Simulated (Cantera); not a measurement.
A closed system holds: 1 mol HMDSO, a varied amount of NO, equilibrated at 1323 K and 0.0930 bar.

Method: chemical equilibrium by Gibbs-energy minimisation in Cantera with the NASA 1993 tables (ideal gas, pure condensed phases). Candidate condensed phases: C, C6H6, C7H8, C8H18, H2O, Si, SiC, SiO2, Si2N2O, Si3N4; 151 gas species. The feed counts by its element totals alone. Mutual solubility and eutectic melting of coexisting phases are not modelled. The tables hold silica as quartz up to 1696 K and as liquid above; real silica turns to tridymite and cristobalite and melts near 1996 K. Gases not in the tables: Si(OH)4. Rates play no part.

x: gas mole fraction; n: condensed amount in mol.

```tsv
n(NO) (mol)	x H2	x N2	x H2O	x CO	x CO2	x O2	n C(graphite)	n SiO2(β-quartz)	n Si2N2O(s)
1.6	0.917	0.0100	4.50e-5	0.0719	1.90e-6	<1e-12	5.29	0.597	0.702
2.1	0.855	0.0350	6.36e-5	0.109	4.37e-6	<1e-12	4.85	0.636	0.682
2.7	0.799	0.0661	7.34e-5	0.135	6.67e-6	<1e-12	4.48	0.788	?
3.5	0.738	0.105	7.90e-5	0.157	9.08e-6	<1e-12	4.08	1.06	?
4.5	0.675	0.148	8.12e-5	0.176	1.14e-5	<1e-12	3.65	1.44	?
5.8	0.610	0.196	8.05e-5	0.194	1.38e-5	<1e-12	3.14	1.97	?
7.5	0.521	0.217	9.27e-5	0.261	2.50e-5	<1e-12	1.50	2.00	0
9.7	0.428	0.244	0.0258	0.293	0.00951	<1e-12	0	2.00	0
13	0.288	0.302	0.131	0.224	0.0550	<1e-12	0	2.00	0
16	0.185	0.348	0.206	0.163	0.0980	<1e-12	0	2.00	0
21	0.0563	0.412	0.297	0.0613	0.174	5.01e-12	0	2.00	0
27	5.71e-7	0.450	0.300	7.06e-7	0.200	0.0499	0	2.00	0
```

What belongs in the gaps?


- 2.7, n Si2N2O(s): 0.606
- 3.5, n Si2N2O(s): 0.472
- 4.5, n Si2N2O(s): 0.282
- 5.8, n Si2N2O(s): 0.0173
